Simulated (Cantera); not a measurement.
**Dilute partial oxidation**

An isothermal, constant-pressure homogeneous reactor starts with CH3OH : O2 : N2 = 0.018 : 0.0065 : 1 (molar parts), equivalence ratio 4.2, at 1300 K and 4.90 bar.

Detailed kinetics in Cantera: GRI-Mech 3.0 (53 species, 325 reactions). GRI-Mech 3.0 was tuned for natural gas; its chemistry of methanol as a main component is partial and can be far from experiment.

| t (s) | x CH3OH | x O2 | x H | x NO2 | x H2 | x CH3 | x C2H2 |
|---|---|---|---|---|---|---|---|
| 6.00e-5 | 0.0176 | 0.00634 | 8.57e-9 | <1e-12 | 3.88e-6 | 3.38e-7 | 1.62e-12 |
| 0.000221 | 0.0175 | 0.00633 | 1.79e-8 | <1e-12 | 2.19e-5 | 2.71e-7 | 6.03e-12 |
| 0.000811 | 0.0167 | 0.00607 | 3.51e-7 | 2.03e-12 | 0.000545 | 8.88e-8 | 2.57e-11 |
| 0.00298 | 3.54e-9 | 1.55e-5 | 8.30e-5 | <1e-12 | 0.0225 | 5.28e-7 | 2.05e-8 |
| 0.0110 | 3.93e-10 | 2.64e-6 | 2.77e-6 | <1e-12 | 0.0226 | 5.37e-8 | 4.16e-8 |
| 0.0403 | 1.10e-10 | 1.21e-6 | 7.64e-7 | <1e-12 | 0.0227 | 1.56e-8 | 5.09e-8 |
| 0.148 | 3.90e-11 | 4.55e-7 | 2.76e-7 | <1e-12 | 0.0227 | 5.70e-9 | 5.60e-8 |
| 0.544 | 1.56e-11 | 1.16e-7 | 1.13e-7 | <1e-12 | 0.0228 | 2.33e-9 | 5.79e-8 |
| 2.00 | 1.06e-11 | 7.41e-9 | 7.82e-8 | <1e-12 | 0.0229 | 1.61e-9 | 5.74e-8 |
x: mole fraction; the columns are a selection and need not sum to one.

Equilibrium at this temperature and pressure: CH3OH <1e-12, O2 <1e-12, H 7.93e-8, NO2 <1e-12, H2 0.0248, CH3 2.43e-12, C2H2 <1e-12 (gas phase only).
